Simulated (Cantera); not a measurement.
Charge: 1 mol Fe(CO)5, 0.19 mol H2, at 3300 Torr.

Points: T (K) = 923, 973, 1023, 1073, 1123, 1173, 1223.

Cantera's Mixture.equilibrate('TP', solver="vcs", rtol=1e-11, max_steps=5000) on the NASA tables stopped like this:

```
000 Pa  gas = 2.901 mol
   x: CO 5.160e-01  CO2 4.190e-01  H2 3.975e-02  H2O 2.470e-02  CH4 5.215e-04
   condensed (mol): C(gr) 2.286  FeO(s) 1
T = 1073 K  P = 440000 Pa  gas = 3.244 mol
   x: CO 6.665e-01  CO2 2.753e-01  H2 4.189e-02  H2O 1.597e-02  CH4 3.547e-04
   condensed (mol): C(gr) 1.944  FeO(s) 1
T = 1123 K  P = 440000 Pa  gas = 4.42 mol
   x: CO 7.910e-01  CO2 1.662e-01  H2 3.471e-02  H2O 7.971e-03  CH4 1.556e-04
   condensed (mol): C(gr) 0.7691  Fe(a) 1
T = 1173 K  P = 440000 Pa  gas = 4.73 mol
   x: CO 8.676e-01  CO2 9.238e-02  H2 3.519e-02  H2O 4.768e-03  CH4 1.060e-04
   condensed (mol): C(gr) 0.459  Fe(a) 1
ERROR: FAILURE its = 5001!

*******************************************************************************
CanteraError thrown by MultiPhase::equilibrate:
VCS solver failed. Return code: -1
*******************************************************************************
```

Q: What got this run through?

A: Several could match; the one computed here: The failure is numerical, not chemical. The same input converged with solver="gibbs", rtol=1e-10, max_steps=50000, and the result passed a check of the equilibrium conditions:
```
T = 923 K  P = 440000 Pa  gas = 2.401 mol
   x: CO2 6.976e-01  CO 2.242e-01  H2O 4.662e-02  H2 3.060e-02  CH4 9.585e-04
   condensed (mol): C(gr) 2.785  FeO(s) 1
T = 973 K  P = 440000 Pa  gas = 2.611 mol
   x: CO2 5.689e-01  CO 3.590e-01  H2 3.597e-02  H2O 3.534e-02  CH4 7.317e-04
   condensed (mol): C(gr) 2.576  FeO(s) 1
T = 1023 K  P = 440000 Pa  gas = 2.901 mol
   x: CO 5.160e-01  CO2 4.190e-01  H2 3.975e-02  H2O 2.470e-02  CH4 5.215e-04
   condensed (mol): C(gr) 2.286  FeO(s) 1
T = 1073 K  P = 440000 Pa  gas = 3.244 mol
   x: CO 6.665e-01  CO2 2.753e-01  H2 4.189e-02  H2O 1.597e-02  CH4 3.547e-04
   condensed (mol): C(gr) 1.944  FeO(s) 1
T = 1123 K  P = 440000 Pa  gas = 4.42 mol
   x: CO 7.910e-01  CO2 1.662e-01  H2 3.471e-02  H2O 7.971e-03  CH4 1.556e-04
   condensed (mol): C(gr) 0.7691  Fe(a) 1
T = 1173 K  P = 440000 Pa  gas = 4.73 mol
   x: CO 8.676e-01  CO2 9.238e-02  H2 3.519e-02  H2O 4.768e-03  CH4 1.060e-04
   condensed (mol): C(gr) 0.459  Fe(a) 1
T = 1223 K  P = 440000 Pa  gas = 4.928 mol
   x: CO 9.113e-01  CO2 5.026e-02  H2 3.554e-02  H2O 2.863e-03
   condensed (mol): C(gr) 0.2614  Fe(c) 1
```

The gas is ideal and each condensed phase is pure. The tables' stoichiometric FeO is somewhat more stable than real wüstite, so its field is too wide. FeO: taken at fixed stoichiometry. Condensed phases not in the tables: cementite and carbon dissolved in iron.
